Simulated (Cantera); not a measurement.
# CH3OH + H2 + H2O (carbon deposition, reforming and gasification)

Feed: 1 mol CH3OH, 37 mol H2, 0.51 mol H2O, held at 1330 Pa.

Cantera equilibrium calculation (NASA polynomials, part measured and part estimated; ideal gas, pure solids and liquids). Candidate condensed phases: C, C6H6, C7H8, C8H18, H2O; 110 gas species. Kinetics and transport are ignored.

From 500 K to 1200 K nothing is condensed. The main C-bearing gas is CH4 at 500 K and CO at 1200 K.

```tsv
T (K)	log p H2	log p H2O	log p CH4	log p CO	log p CO2
500	-1.90	-3.28	-3.46	-11.07	-10.31
600	-1.90	-3.28	-3.46	-7.31	-7.24
700	-1.90	-3.32	-3.50	-4.67	-5.11
800	-1.89	-3.65	-4.15	-3.61	-4.75
900	-1.89	-3.79	-5.50	-3.50	-5.04
1000	-1.89	-3.79	-6.80	-3.49	-5.23
1100	-1.89	-3.79	-7.87	-3.49	-5.39
1200	-1.89	-3.78	-8.77	-3.49	-5.52
```
log p: log10 of the partial pressure in bar; nothing condenses.
